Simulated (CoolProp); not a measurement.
Vapour pressure (MPa) of chlorine: the reference equation beside estimates from Tc = 143.7 °C, pc = 7.642 MPa, ω = 0.070. Clausius-Clapeyron is anchored at 29.45 °C with a constant enthalpy of vaporisation of 17.33 kJ/mol.

Computed with CoolProp (reference Helmholtz-energy equation of state, Thol 2021).

```
T (°C)  reference  Lee-Kesler  Clausius-Clapeyron  van der Waals  Redlich-Kwong  Soave-Redlich-Kwong  Peng-Robinson
------  ---------  ----------  ------------------  -------------  -------------  -------------------  -------------
6.85       0.4581      0.4601              0.5011          1.237         0.4669               0.4593         0.4624
11.35      0.5255      0.5269              0.5637          1.344         0.5375               0.5263         0.5288
15.85      0.6002      0.6007              0.6318          1.458         0.6156               0.6004         0.6022
20.35      0.6824      0.6819              0.7056          1.578         0.7016               0.6820         0.6828
24.85      0.7726      0.7710              0.7855          1.704         0.7959               0.7715         0.7713
29.45      0.8736      0.8705              0.8736          1.839         0.9013               0.8718         0.8703
33.95      0.9815      0.9765              0.9664          1.978          1.014               0.9789         0.9760
38.45       1.099       1.092               1.066          2.124          1.136                1.095          1.091
42.95       1.226       1.216               1.172          2.276          1.268                1.222          1.215
47.45       1.363       1.351               1.286          2.435          1.410                1.358          1.350
```

Absolute difference from the reference over all 10 rows, mean and median: Lee-Kesler 0.4 and 0.4 %, Clausius-Clapeyron 4.2 and 3.9 %, van der Waals 119.0 and 115.5 %, Redlich-Kwong 2.9 and 3.1 %, Soave-Redlich-Kwong 0.2 and 0.2 %, Peng-Robinson 0.6 and 0.6 %.
